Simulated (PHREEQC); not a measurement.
0.1 mol of Fluorite (CaF2) is brought to equilibrium with 1 kg of water holding 0.001 mol NaCl, at 25 °C, the pH being set by adding NaOH or HCl. Oxygen alone is held at its pressure in air (log pO2 = -0.68). CO2 from the air is kept out. Solids allowed: Fluorite. Others were left out.

Computed with PHREEQC (ion-association model, phreeqc.dat).

| pH | dissolved Ca (mol/kgw) | dissolved F (mol/kgw) | Ca+2 (mol/kgw) | HF (mol/kgw) |
|---|---|---|---|---|
| 2 | 0.00139 | 0.00277 | 0.00139 | 0.00257 |
| 2.92 | 0.000406 | 0.000811 | 0.000406 | 0.000509 |
| 3.83 | 0.000231 | 0.000461 | 0.000231 | 8.04e-5 |
| 4.75 | 0.000205 | 0.000411 | 0.000205 | 1.02e-5 |
| 5.67 | 0.000202 | 0.000404 | 0.000202 | 1.23e-6 |
| 6.58 | 0.000202 | 0.000404 | 0.000202 | 1.52e-7 |
| 7.5 | 0.000202 | 0.000403 | 0.000202 | 1.83e-8 |
| 8.42 | 0.000202 | 0.000403 | 0.000202 | 2.20e-9 |
| 9.33 | 0.000202 | 0.000404 | 0.000202 | 2.70e-10 |
| 10.25 | 0.000203 | 0.000406 | 0.000202 | 3.26e-11 |
| 11.17 | 0.000210 | 0.000420 | 0.000206 | 4.00e-12 |
| 12.08 | 0.000247 | 0.000495 | 0.000217 | 5.38e-13 |
| 13 | 0.000397 | 0.000795 | 0.000225 | 8.15e-14 |

Complexes and solids missing from the database can't appear.
